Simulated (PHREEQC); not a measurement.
Dissolve 110 mmol/kgw HF, 7.9 mmol/kgw NH4HF2, 30 mmol/kgw (NH4)2SiF6 and 3.4 mmol/kgw H3PO4 at 25 °C. Closed to the air; pH follows from the charge balance.

Model: ion-association model, phreeqc.dat, run in PHREEQC.

Each row changes one thing in this solution. No solid was allowed to form.

```
case                                          pH  ionic strength (mol/kgw)  HF (mol/kgw)  F- (mol/kgw)  HF2- (mol/kgw)  NH3 (mol/kgw)  SI of Quartz (SiO2)
------------------------------------------  ----  ------------------------  ------------  ------------  --------------  -------------  -------------------
as made                                     2.08                     0.108         0.105        0.0115         0.00463        3.38e-9                -7.47
diluted 2-fold with water                   2.26                    0.0555        0.0519       0.00787         0.00157        2.74e-9                -6.15
HF replaced by H2SiF6 at the same molality  0.79                     0.420        0.0166      0.000115         7.15e-6       1.31e-10                +0.21
H3PO4 left out                              2.12                     0.107         0.104        0.0123         0.00488        3.66e-9                -7.50
HF from 0.11 to 0.011 mol/kgw               2.65                     0.101        0.0184       0.00738        0.000519        1.26e-8                -4.04
```

Species that the database lacks are ignored. Some of these states are supersaturated (in Quartz (slow to form), for instance). SiF6-2 is the database's only silicon fluoride.
